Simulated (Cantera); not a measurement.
Input: 1 mol TiCl4, 0.64 mol C3H8, a varied amount of H2, at 2150 K and 1.33 mbar.

Equilibrium computed with Cantera from the NASA thermochemical tables; the gas is ideal and each condensed phase is pure. Candidate condensed phases: C, C6H6, C7H8, C8H18, Ti, TiC, TiCl2, TiCl3, TiCl4; 96 gas species. The tables' values for TiCl2 are old estimates; treat these amounts as uncertain. TiC: taken at fixed stoichiometry. The numbers say what is thermodynamically allowed, not how fast it happens.

Question: At 23 mol H2, list the 5 most abundant gas species with their mole fractions, and the condensed phases.

Answer: H2 0.761, HCl 0.125, H 0.101, Cl 0.0121, C2H2 (acetylene) 0.00147. Condensed: C(graphite) + TiC(s).
